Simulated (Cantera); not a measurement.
# Equilibrium for iron carbonyl, mercury and lead vapours: Pb + CO + N2

Feed: 1 mol Pb, 5.6 mol CO, 0.35 mol N2, at 975 K and 0.100 bar.

Method: chemical equilibrium by Gibbs-energy minimisation in Cantera with the NASA 1993 tables (ideal gas, pure condensed phases). Candidate condensed phases: C, Pb, PbO, PbO2, Pb3O4; 27 gas species. The numbers say what is thermodynamically allowed, not how fast it happens.

| Quantity | Result |
|---|---|
| x(CO) | 0.865 |
| x(CO2) | 0.0719 |
| x(N2) | 0.0630 |
| x(Pb) | 9.17e-5 |
| n(C(graphite)) | 0.399 mol |
| n(Pb(l)) | 0.999 mol |
| gas amount | 5.552 mol |
| log10 activity of PbO2(s) (absent) | -18.89 |
